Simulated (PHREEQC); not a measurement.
Dissolve 24 mmol/kgw NH3, 4.3 mmol/kgw CO2 and 1.5 mmol/kgw Na2CO3 at 25 °C. Closed to the air; pH follows from the charge balance.

All values are PHREEQC results (ion-association model, phreeqc.dat), not measurements.

```json
[
 {"quantity": "pH", "before": "9.89", "after": "9.59"},
 {"quantity": "ionic strength (mol/kgw)", "before": "0.00964", "after": "0.00806"},
 {"quantity": "HCO3- (mol/kgw)", "before": "0.00385", "after": "0.00464"},
 {"quantity": "CO3-2 (mol/kgw)", "before": "0.00188", "after": "0.00111"},
 {"quantity": "NaCO3- (mol/kgw)", "before": "6.92e-5", "after": "4.25e-5"},
 {"quantity": "NaHCO3 (mol/kgw)", "before": "5.18e-6", "after": "6.39e-6"}
]
```

**Question.** Name the change that produced these shifts.
(A) temperature from 25 to 30 °C
(B) NH3 from 0.024 to 0.012 mol/kgw
(C) NH3 from 0.024 to 0.048 mol/kgw
(D) Na2CO3 replaced by Na2B4O7 at the same molality
(E) NH3 left out

**Answer.** B, NH3 from 0.024 to 0.012 mol/kgw

Precipitation was switched off in this run.
